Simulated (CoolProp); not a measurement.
Ammonia at 293.15 K and 13.8 MPa flows at 12 m/s in a round tube of 25 mm bore and 15 µm roughness, fully developed (64/Re and Nu = 3.66 if laminar; Colebrook and Gnielinski if turbulent). Each further row changes one setting.

Computed with CoolProp (reference Helmholtz-energy equation of state, Gao 2020).

```
case             Reynolds number  Darcy friction factor  pressure drop (Pa/m)  heat-transfer coefficient (W/(m² K))  mass flow (kg/h)
---------------  ---------------  ---------------------  --------------------  ------------------------------------  ----------------
as stated                1250000                 0.0178                 31800                                 68100             13200
velocity 24 m/s          2500000                 0.0176                126000                                135000             26300
diameter 50 mm           2500000                 0.0152                 13600                                 59000             52700
```

Viscosity comes from a separate model (Fenghour 1995). Thermal conductivity comes from a separate model (Tufeu 1984).
